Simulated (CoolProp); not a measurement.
Propane at several states: fugacity coefficient from the reference equation and from simpler models built on Tc = 96.7 °C, pc = 42.51 bar, ω = 0.152; each cubic takes its own stable root.

The numbers come from the reference Helmholtz-energy equation of state, Lemmon 2009 in CoolProp.

```json
[
 {"T (°C)": "-145.25", "p (bar)": "0.318", "phase": "liquid", "reference": "___", "van der Waals": "0.1861", "Redlich-Kwong": "0.0003010", "Soave-Redlich-Kwong": "0.0003771", "Peng-Robinson": "0.0004918"},
 {"T (°C)": "219.15", "p (bar)": "72", "phase": "supercritical", "reference": "___", "van der Waals": "0.7694", "Redlich-Kwong": "0.7834", "Soave-Redlich-Kwong": "___", "Peng-Robinson": "0.7797"},
 {"T (°C)": "-149.95", "p (bar)": "0.307", "phase": "liquid", "reference": "0.0001772", "van der Waals": "0.1335", "Redlich-Kwong": "0.0001207", "Soave-Redlich-Kwong": "0.0001712", "Peng-Robinson": "0.0002298"}
]
```

Question: Fill in the missing entries.

Answer: 
- -145.25, reference: 0.0003916
- 219.15, reference: 0.8005
- 219.15, Soave-Redlich-Kwong: 0.8124
